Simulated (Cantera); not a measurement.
A closed system holds: 1 mol HF, 0.2 mol O₂, at 3225 °C and 95000 Pa.

Cantera equilibrium calculation (NASA polynomials, part measured and part estimated; ideal gas, pure solids and liquids). Equilibrium is a limit: real reactors are often held back by kinetics, nucleation or transport.

```tsv
species	before	after
HF	0.649	0.816
F	0.0819	0.0782
H	0.0388	0.0511
O	0.130	0.0329
O₂	0.0666	0.00428
OH	0.0238	0.00793
FO	1.89e-5	4.59e-6
H₂O	0.00551	0.00242
H₂	0.00414	0.00717
```
Gas species are given as mole fractions.

Q: What was changed between the two runs?
A. temperature from 3225 °C to 3000 °C
B. temperature from 3225 °C to 1352 °C
C. O₂ from 0.2 to 0.029 mol
D. O₂ from 0.2 to 1.9 mol

A: C, O₂ from 0.2 to 0.029 mol
